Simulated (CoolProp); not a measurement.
Properties of normal hydrogen along the isobar 8.81 bar.

Computed with CoolProp (reference Helmholtz-energy equation of state, Leachman 2009).

```csv
T (K),phase,density (kg/m³),cp (kJ/(kg K)),cv (kJ/(kg K)),speed of sound (m/s),Prandtl number
28.9,liquid,(withheld),18.75,6.209,816.9,1.39
47.4,gas,4.923,12.15,6.363,558.7,0.716
65.9,gas,3.332,11.20,(withheld),671.4,0.677
84.3,gas,2.555,(withheld),(withheld),756.0,(withheld)
102.8,gas,2.079,11.54,7.182,825.0,0.677
121.3,gas,1.756,12.00,7.719,(withheld),(withheld)
139.8,gas,1.521,12.47,8.229,939.1,0.684
158.3,gas,1.342,12.88,8.674,990.2,(withheld)
176.8,gas,1.201,13.24,9.047,1039,0.684
195.3,gas,1.087,13.53,9.351,1086,0.684
213.8,gas,0.9932,13.76,9.595,1131,0.684
232.3,gas,0.9142,13.95,9.788,1175,0.684
250.8,gas,0.8469,14.09,9.940,1218,0.683
```

**Question.** Some entries are withheld; supply them.

**Answer.** 
- 28.9, density (kg/m³): 58.39
- 65.9, cv (kJ/(kg K)): 6.395
- 84.3, cp (kJ/(kg K)): 11.19
- 84.3, cv (kJ/(kg K)): 6.699
- 84.3, Prandtl number: 0.672
- 121.3, speed of sound (m/s): 884.7
- 121.3, Prandtl number: 0.681
- 158.3, Prandtl number: 0.685

Viscosity comes from a separate model (Muzny 2013). Thermal conductivity comes from a separate model (Assael 2011).
